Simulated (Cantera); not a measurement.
A closed system holds: 1 mol MgCO3, 0.11 mol C, 0.57 mol CO2, at 825 K and 13.0 mbar.

Equilibrium computed with Cantera from the NASA thermochemical tables; the gas is ideal and each condensed phase is pure. Candidate condensed phases: C, Mg, MgCO3, MgO; 15 gas species. Rates play no part.

Base state: CO2 0.869, CO 0.131 (mole fractions); condensed: MgO(s).

Q: What changes in the equilibrium state with this change: MgCO3 replaced by MgSO4?

A: 
| species | before | after |
|---|---|---|
| CO2 | 0.869 | 0.756 |
| SO2 | 0 | 0.244 |
| CO | 0.131 | 5.80e-7 |
| MgO(s), mol | 1.00 | 0.220 |
| MgSO4(s), mol | 0 | 0.780 |
Further candidate phases: MgS, MgSO4, S.
